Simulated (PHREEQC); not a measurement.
A column of 1 m (40 cells, dispersivity 0.035 m, 3600 s a shift, diffusion coefficient 3e-10 m²/s) holds 0.41 eq of the database's cation exchanger X per kg of pore water, first in equilibrium with 0.00077 mol MgSO4, 0.021 mol NH4Cl and 1e-05 mol HCl per kg of water. It is flushed with 9.8 mmol/kgw CaCl2, 78 mmol/kgw MgCl2 and 0.01 mmol/kgw HCl, at 25 °C. Values are for the last cell. CO2 from the air is kept out. Nothing may precipitate in this run.

The series has 32 steps of pore volumes, from 0 to 6.987.

Equilibrium calculation in PHREEQC: ion-association model, phreeqc.dat.

After how many pore volumes does Ca at the outlet first reach half of its feed value?

By 4.5 pore volumes.

Complexes and solids missing from the database can't appear.
